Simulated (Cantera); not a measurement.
# Adiabatic ignition

An adiabatic, constant-pressure homogeneous reactor starts with CO : H2 : O2 : N2 : CO2 = 1 : 0.35 : 1.32 : 4.98 : 0.46 (molar parts), at 1225 K and 10.0 bar.

Cantera simulation using GRI-Mech 3.0 (53 species, 325 reactions); the numbers are that mechanism's predictions, not measurements. The hydrogen kinetics of GRI-Mech 3.0 are dated; newer H2 mechanisms differ, most at raised pressure.

```tsv
t (s)	T (K)	x CO	x H2	x O2	x NO2	x OH	x N2O	x HO2
7.00e-6	1225	0.123	0.0432	0.163	<1e-12	9.31e-8	9.92e-12	2.20e-6
1.46e-5	1225	0.123	0.0431	0.163	<1e-12	1.55e-6	1.79e-10	3.57e-5
3.03e-5	1336	0.120	0.0307	0.155	4.10e-10	0.000496	3.72e-8	0.000414
6.31e-5	2309	0.0134	0.000446	0.0907	2.17e-7	0.00461	3.28e-6	1.03e-5
0.000131	2383	0.00468	0.000181	0.0876	2.77e-7	0.00317	1.83e-6	6.63e-6
0.000273	2388	0.00409	0.000164	0.0873	4.90e-7	0.00305	1.69e-6	6.53e-6
0.000569	2388	0.00408	0.000164	0.0872	9.57e-7	0.00305	1.69e-6	6.51e-6
0.00118	2387	0.00406	0.000163	0.0870	1.91e-6	0.00304	1.69e-6	6.49e-6
0.00246	2385	0.00404	0.000162	0.0865	3.77e-6	0.00302	1.68e-6	6.43e-6
0.00512	2382	0.00399	0.000161	0.0857	7.18e-6	0.00298	1.67e-6	6.33e-6
0.0107	2378	0.00391	0.000158	0.0844	1.24e-5	0.00292	1.67e-6	6.18e-6
0.0222	2373	0.00383	0.000155	0.0830	1.79e-5	0.00286	1.67e-6	6.02e-6
0.0462	2370	0.00379	0.000154	0.0823	2.07e-5	0.00283	1.67e-6	5.94e-6
0.0961	2370	0.00378	0.000154	0.0822	2.11e-5	0.00283	1.67e-6	5.93e-6
0.200	2370	0.00378	0.000154	0.0822	2.11e-5	0.00283	1.67e-6	5.93e-6
```
x: mole fraction; the columns are a selection and need not sum to one.

```yaml
time_of_steepest_temperature_rise: 32.6 µs
temperature at 0.200 s: 2370 K
equilibrium_temperature: 2370 K
x(CO) at 0.200 s: 0.00378 (gas-phase equilibrium 0.00378)
x(H2) at 0.200 s: 0.000154 (gas-phase equilibrium 0.000154)
x(O2) at 0.200 s: 0.0822 (gas-phase equilibrium 0.0822)
```
